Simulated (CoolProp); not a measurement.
Model: reference Helmholtz-energy equation of state, Akasaka 2015, in CoolProp.

### Question
For R245fa, give the phase and the density (kg/m³), isothermal compressibility (1/MPa) at -72.65 °C and 21.8 MPa.

### Answer
- -72.65 °C and 21.8 MPa: liquid; density 1600, isothermal compressibility 0.000641
